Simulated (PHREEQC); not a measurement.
A column of 0.5 m (30 cells, dispersivity 0.025 m, 60 s a shift, diffusion coefficient 3e-10 m²/s) holds 0.26 eq of the database's cation exchanger X per kg of pore water, first in equilibrium with 22 mmol/kgw NH4Cl, 12 mmol/kgw MnCl2 and 0.01 mmol/kgw HCl. It is flushed with 0.72 mmol/kgw CaCl2, 11 mmol/kgw MgCl2, 64 mmol/kgw SrCl2 and 0.01 mmol/kgw HCl, at 25 °C. Values are for the last cell. The system is closed to CO2. No solid was allowed to form.

Equilibrium calculation in PHREEQC: ion-association model, phreeqc.dat.

```json
[
 {"pore volumes": "0", "Sr in solution (mol/kgw)": "0", "Mg in solution (mol/kgw)": "0", "Ca in solution (mol/kgw)": "0", "Mn in solution (mol/kgw)": "0.0120"},
 {"pore volumes": "0.2167", "Sr in solution (mol/kgw)": "0", "Mg in solution (mol/kgw)": "0", "Ca in solution (mol/kgw)": "0", "Mn in solution (mol/kgw)": "0.0120"},
 {"pore volumes": "0.6167", "Sr in solution (mol/kgw)": "0", "Mg in solution (mol/kgw)": "0", "Ca in solution (mol/kgw)": "0", "Mn in solution (mol/kgw)": "0.0150"},
 {"pore volumes": "0.8167", "Sr in solution (mol/kgw)": "3.84e-14", "Mg in solution (mol/kgw)": "7.41e-10", "Ca in solution (mol/kgw)": "4.21e-14", "Mn in solution (mol/kgw)": "0.0241"},
 {"pore volumes": "1.217", "Sr in solution (mol/kgw)": "1.09e-7", "Mg in solution (mol/kgw)": "2.07e-5", "Ca in solution (mol/kgw)": "2.34e-8", "Mn in solution (mol/kgw)": "0.0442"},
 {"pore volumes": "1.417", "Sr in solution (mol/kgw)": "4.00e-6", "Mg in solution (mol/kgw)": "0.000177", "Ca in solution (mol/kgw)": "4.93e-7", "Mn in solution (mol/kgw)": "0.0490"},
 {"pore volumes": "1.817", "Sr in solution (mol/kgw)": "0.000337", "Mg in solution (mol/kgw)": "0.00196", "Ca in solution (mol/kgw)": "1.85e-5", "Mn in solution (mol/kgw)": "0.0503"},
 {"pore volumes": "2.017", "Sr in solution (mol/kgw)": "0.00155", "Mg in solution (mol/kgw)": "0.00412", "Ca in solution (mol/kgw)": "6.17e-5", "Mn in solution (mol/kgw)": "0.0473"},
 {"pore volumes": "2.217", "Sr in solution (mol/kgw)": "0.00528", "Mg in solution (mol/kgw)": "0.00711", "Ca in solution (mol/kgw)": "0.000159", "Mn in solution (mol/kgw)": "0.0412"},
 {"pore volumes": "2.617", "Sr in solution (mol/kgw)": "0.0246", "Mg in solution (mol/kgw)": "0.0120", "Ca in solution (mol/kgw)": "0.000479", "Mn in solution (mol/kgw)": "0.0214"},
 {"pore volumes": "2.817", "Sr in solution (mol/kgw)": "0.0356", "Mg in solution (mol/kgw)": "0.0127", "Ca in solution (mol/kgw)": "0.000602", "Mn in solution (mol/kgw)": "0.0132"},
 {"pore volumes": "3.217", "Sr in solution (mol/kgw)": "0.0506", "Mg in solution (mol/kgw)": "0.0123", "Ca in solution (mol/kgw)": "0.000712", "Mn in solution (mol/kgw)": "0.00443"},
 {"pore volumes": "3.417", "Sr in solution (mol/kgw)": "0.0549", "Mg in solution (mol/kgw)": "0.0120", "Ca in solution (mol/kgw)": "0.000730", "Mn in solution (mol/kgw)": "0.00252"},
 {"pore volumes": "3.817", "Sr in solution (mol/kgw)": "0.0597", "Mg in solution (mol/kgw)": "0.0115", "Ca in solution (mol/kgw)": "0.000737", "Mn in solution (mol/kgw)": "0.000809"},
 {"pore volumes": "4.017", "Sr in solution (mol/kgw)": "0.0611", "Mg in solution (mol/kgw)": "0.0114", "Ca in solution (mol/kgw)": "0.000736", "Mn in solution (mol/kgw)": "0.000459"},
 {"pore volumes": "4.217", "Sr in solution (mol/kgw)": "0.0620", "Mg in solution (mol/kgw)": "0.0113", "Ca in solution (mol/kgw)": "0.000734", "Mn in solution (mol/kgw)": "0.000260"},
 {"pore volumes": "4.617", "Sr in solution (mol/kgw)": "0.0631", "Mg in solution (mol/kgw)": "0.0111", "Ca in solution (mol/kgw)": "0.000729", "Mn in solution (mol/kgw)": "8.42e-5"},
 {"pore volumes": "4.817", "Sr in solution (mol/kgw)": "0.0633", "Mg in solution (mol/kgw)": "0.0111", "Ca in solution (mol/kgw)": "0.000727", "Mn in solution (mol/kgw)": "4.79e-5"},
 {"pore volumes": "5.217", "Sr in solution (mol/kgw)": "0.0637", "Mg in solution (mol/kgw)": "0.0110", "Ca in solution (mol/kgw)": "0.000724", "Mn in solution (mol/kgw)": "1.56e-5"},
 {"pore volumes": "5.417", "Sr in solution (mol/kgw)": "0.0638", "Mg in solution (mol/kgw)": "0.0110", "Ca in solution (mol/kgw)": "0.000723", "Mn in solution (mol/kgw)": "8.87e-6"},
 {"pore volumes": "5.817", "Sr in solution (mol/kgw)": "0.0639", "Mg in solution (mol/kgw)": "0.0110", "Ca in solution (mol/kgw)": "0.000722", "Mn in solution (mol/kgw)": "2.89e-6"},
 {"pore volumes": "6.017", "Sr in solution (mol/kgw)": "0.0639", "Mg in solution (mol/kgw)": "0.0110", "Ca in solution (mol/kgw)": "0.000721", "Mn in solution (mol/kgw)": "1.65e-6"}
]
```
